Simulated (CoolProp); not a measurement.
Vapour-liquid equilibrium of methanol (1) + ethanol (2) at 0.00743 MPa; x and y are mole fractions of (1).

Model: multi-fluid Helmholtz-energy mixture model, de Reuck 1993 and Schroeder 2014; pair parameters Bell 2016, in CoolProp.

### Question
Give the bubble temperature and the first vapour's composition at x = 0.65, 0.75, 0.95. Is there an azeotrope?

### Answer
x = 0.65: 287.2 K, y = 0.806; x = 0.75: 285.9 K, y = 0.873; x = 0.95: 283.7 K, y = 0.979. No azeotrope shows between x = 0.05 and 0.95.

Pair parameters are fitted to limited data, so mixtures are less certain than the pure fluids.
